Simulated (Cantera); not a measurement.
Input (Python, Cantera) and output of one run.

```python
import numpy as np
import cantera as ct

gas_names = """
    N NO NO2 NO3 N2 N2O O O2 O3 Si SiN SiO SiO2 Si2 Si2N Si3
""".split()
cond_names = """
    Si(cr) Si(L) SiO2(Lqz) SiO2(hqz) SiO2(L) Si2N2O(s) Si3N4(a)
""".split()


def load(file, names, dense=False):
    # The tables refer to 1 bar. Condensed volumes are neglected.
    table = {s.name: s for s in ct.Species.list_from_file(file)}
    out = []
    for n in names:
        d = dict(table[n].input_data)
        d["thermo"] = dict(d["thermo"], **{"reference-pressure": 1e5})
        if dense:
            d["equation-of-state"] = {"model": "constant-volume", "density": "1e6 g/cm^3"}
        out.append(ct.Species.from_dict(d))
    return out


gas = ct.Solution(thermo="ideal-gas", species=load("nasa_gas.yaml", gas_names))
cond = {s.name: ct.Solution(thermo="fixed-stoichiometry", species=[s], name=s.name)
        for s in load("nasa_condensed.yaml", cond_names, dense=True)}
atoms = {
    'Si3N4': {'Si': 3, 'N': 4},
    'N2O': {'N': 2, 'O': 1},
    'N2': {'N': 2},
}
top_T = {'Si2N2O(s)': 2100, 'Si3N4(a)': 2400}  # K; cautious upper limits of use, not melting points


def equilibrate(T, P, feed):
    n = {}
    for name, mol in feed.items():
        for a, k in atoms[name].items():
            n[a] = n.get(a, 0.0) + k * mol
    gas.TPX = T, P, n
    mass = sum(n.values()) * gas.mean_molecular_weight
    gas.equilibrate("TP")
    valid = [c for c in cond.values() if c.min_temp <= T <= top_T.get(c.name, c.max_temp)]
    mix = ct.Mixture([(gas, mass / gas.mean_molecular_weight)] + [(c, 0.0) for c in valid])
    mix.T, mix.P = T, P
    mix.equilibrate("TP", solver="vcs", rtol=1e-11, max_steps=5000)
    return mix


results = []
feed = {'Si3N4': 1, 'N2O': 0.024, 'N2': 72}  # mol
T = 1625  # K
P = 6700  # Pa
mix = equilibrate(T, P, feed)
results.append((T, P, feed, dict(zip(mix.species_names, mix.species_moles))))
x = sorted(zip(gas.X, gas.species_names), reverse=True)
print(f"T = {T:g} K  P = {P:g} Pa  gas = {mix.phase_moles(0):.4g} mol")
print("   x: " + "  ".join(f"{s} {v:.3e}" for v, s in x if v > 1e-05))
print("   condensed (mol): " + ("  ".join(f"{mix.phase(i).name} {mix.phase_moles(i):.4g}"
      for i in range(1, mix.n_phases) if mix.phase_moles(i) > 1e-12) or "none"))
```

Output:

```
T = 1625 K  P = 6700 Pa  gas = 72.04 mol
   x: N2 1.000e+00  SiO 4.024e-05
   condensed (mol): Si2N2O(s) 0.0211  Si3N4(a) 0.985
```

Equilibrium computed with Cantera from the NASA thermochemical tables; the gas is ideal and each condensed phase is pure. Mutual solubility and eutectic melting of coexisting phases are not modelled.
